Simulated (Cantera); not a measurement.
A closed system holds: 1 mol SiO₂, 11 mol HCl, held at 1.20 Pa.

Cantera equilibrium calculation (NASA polynomials, part measured and part estimated; ideal gas, pure solids and liquids). Candidate condensed phases: H₂O, Si, SiO₂; 30 gas species. The tables hold silica as quartz up to 1696 K and as liquid above; real silica turns to tridymite and cristobalite and melts near 1996 K. The numbers say what is thermodynamically allowed, not how fast it happens.

Problem. What share of the Si ends up in condensed phases as a function of T (K), at 1625, 1650, 1675, 1700, 1725, 1750, 1775, 1800?

Solution. 
```
T (K)  Si condensed (%)               as
-----  ----------------  ---------------
1625               87.5   SiO₂(β-quartz)
1650               82.1   SiO₂(β-quartz)
1675               74.8   SiO₂(β-quartz)
1700               64.9  SiO₂(condensed)
1725               52.0  SiO₂(condensed)
1750               35.3  SiO₂(condensed)
1775               13.7  SiO₂(condensed)
1800                0.0                -
```
